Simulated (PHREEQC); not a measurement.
A solution holds 0.0062 mol H2SeO4, 0.0016 mol H2SO4 and 0.022 mol NaCl per kg of water, at 25 °C. It is in equilibrium with CO2 at log p = -3.5 (atm). Otherwise closed; pH follows from the charge balance.

The numbers come from PHREEQC with the ion-association model, wateq4f.dat.

```csv
quantity,before,after
pH,1.93,2.85
ionic strength (mol/kgw),0.0411,0.00444
SeO4-2 (mol/kgw),0.00474,0.000589
HSeO4- (mol/kgw),0.00146,3.08e-5
SO4-2 (mol/kgw),0.000932,0.000143
HSO4- (mol/kgw),0.000618,1.59e-5
```

### Question
Name the change that produced these shifts.
A) H2SO4 from 0.0016 to 0.00144 mol/kgw
B) H2SeO4 from 0.0062 to 0.031 mol/kgw
C) H2SO4 from 0.0016 to 0.00176 mol/kgw
D) 0.0015 mol/kgw HCl added
E) diluted 10-fold with water

### Answer
E, diluted 10-fold with water

Precipitation was switched off in this run.
